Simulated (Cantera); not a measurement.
Charge: 1 mol Zr, 11 mol N2.

Equilibrium computed with Cantera from the NASA thermochemical tables; the gas is ideal and each condensed phase is pure. Candidate condensed phases: Zr, ZrN; 4 gas species. ZrN: taken at fixed stoichiometry. Rates play no part.

Task: What condenses at these points (T in K, P in Pa): (1173, 22); (2173, 320); (1973, 0.10); (1573, 1000000); (2773, 1.5)?

Result: 
```tsv
T (K)	P in Pa	condensed phases	Zr condensed (%)
1173	22	ZrN	100.0
2173	320	ZrN	100.0
1973	0.10	ZrN	100.0
1573	1000000	ZrN	100.0
2773	1.5	gas only	0.0
```
